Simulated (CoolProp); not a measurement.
Vapour-liquid equilibrium of CH2F2 (R32) (1) + R142b (2) at 0.0537 bar; x and y are mole fractions of (1).

Model: multi-fluid Helmholtz-energy mixture model, Tillner-Roth 1997 and Lemmon 2006; pair parameters Bell 2016, in CoolProp.

Task: Give the bubble temperature and the first vapour's composition at x = 0.35, 0.5, 0.8. Is there an azeotrope?

Result: x = 0.35: -89.2 °C, y = 0.912; x = 0.5: -91.9 °C, y = 0.943; x = 0.8: -94.5 °C, y = 0.972. No azeotrope shows between x = 0.05 and 0.95.

The pair parameters rest on a limited set of measurements; away from them the model extrapolates.
